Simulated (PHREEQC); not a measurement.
Solution (25 °C): 43 mmol/kgw H2SO4, 0.034 mmol/kgw Al(NO3)3 and 0.0064 mmol/kgw CO2. Closed to the air; pH follows from the charge balance.

Model: ion-association model, wateq4f.dat, run in PHREEQC.

Q: The ionic strength comes out as 0.0684 mol/kgw. What activity coefficients do Al+3, AlSO4+, H+, SO4-2, HSO4- get?

A: Al+3 0.21, AlSO4+ 0.80, H+ 0.84, SO4-2 0.42, HSO4- 0.80.

No solid was allowed to form. Species that the database lacks are ignored.
